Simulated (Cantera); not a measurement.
A perfectly stirred reactor is fed with C2H6 : N2 = 1 : 40 (molar parts), at 0.950 bar; it is held at 1500 K, and followed from long to short residence time.

Detailed kinetics in Cantera: GRI-Mech 3.0 (53 species, 325 reactions). GRI-Mech 3.0 stops at C3 and has no aromatics, soot or wall deposition, so with more carbon than oxygen in the feed, carbon stays in small species such as C2H2 where larger ones or solid carbon would form.

Q: What does this change do: temperature 1500 to 2000 K?

A: 
```json
[
 {"quantity": "x(C2H6) at τ = 9.40 s", "before": "5.32e-6", "after": "1.23e-8"},
 {"quantity": "x(CH2) at τ = 9.40 s", "before": "1.19e-9", "after": "1.46e-7"},
 {"quantity": "x(C2H) at τ = 9.40 s", "before": "4.37e-9", "after": "3.12e-6"},
 {"quantity": "x(H2) at τ = 9.40 s", "before": "0.0382", "after": "0.0462"},
 {"quantity": "x(CH3) at τ = 9.40 s", "before": "1.28e-5", "after": "1.45e-5"},
 {"quantity": "x(C2H6) at τ = 94.0 ms", "before": "0.000174", "after": "1.20e-6"},
 {"quantity": "x(CH2) at τ = 94.0 ms", "before": "2.29e-8", "after": "1.54e-6"},
 {"quantity": "x(C2H) at τ = 94.0 ms", "before": "1.58e-8", "after": "3.67e-6"},
 {"quantity": "x(H2) at τ = 94.0 ms", "before": "0.0348", "after": "0.0449"},
 {"quantity": "x(CH3) at τ = 94.0 ms", "before": "6.54e-5", "after": "0.000144"}
]
```
